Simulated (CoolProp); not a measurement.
Saturated liquid density (kg/m³) of hexamethyldisiloxane (MM): the reference equation beside estimates from Tc = 518.7 K, pc = 19.31 bar, ω = 0.418. Rackett uses Z = 0.29056 − 0.08775 ω.

Computed with CoolProp (reference Helmholtz-energy equation of state, Thol 2016).

| T (K) | reference | Rackett | van der Waals | Soave-Redlich-Kwong |
|---|---|---|---|---|
| 349 | 703.9 | 775.6 | 424.6 | 658.3 |
| 371 | 678.1 | 746.1 | 409.4 | 633.2 |
| 393.1 | 650.6 | 714.5 | 392.8 | 604.7 |
| 415.2 | 620.9 | 680.2 | 374.5 | 571.9 |
| 437.3 | 588.1 | 642.2 | 354.0 | 533.6 |
| 459.4 | 550.5 | 598.9 | 330.3 | 487.8 |
| 481.5 | 504.5 | 546.2 | 301.5 | 430.5 |
| 503.6 | 438.1 | 471.7 | 261.8 | 350.5 |

Absolute difference from the reference over all 8 rows, mean and median: Rackett 9.2 and 9.4 %, van der Waals 39.9 and 39.7 %, Soave-Redlich-Kwong 10.4 and 8.6 %.
